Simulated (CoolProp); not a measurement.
Dry air at 302.92 K and 1.96 MPa is compressed adiabatically to 9.74 MPa with isentropic efficiency 0.85. Each further row changes one setting.

Model: reference Helmholtz-energy equation of state, Lemmon 2000, in CoolProp. It is a pseudo-pure fit of the blend.

| case | work (kJ/kg) | final temperature (K) | final density (kg/m³) |
|---|---|---|---|
| as stated | ? | ? | ? |
| efficiency 1 | ? | 480.4 | ? |
| efficiency 0.65 | 276 | ? | 57.3 |

**Question.** Complete the blanks.

**Answer.** 
- as stated, work (kJ/kg): 211
- as stated, final temperature (K): 510.0
- as stated, final density (kg/m³): 64.1
- efficiency 1, work (kJ/kg): 179
- efficiency 1, final density (kg/m³): 68.1
- efficiency 0.65, final temperature (K): 570.5
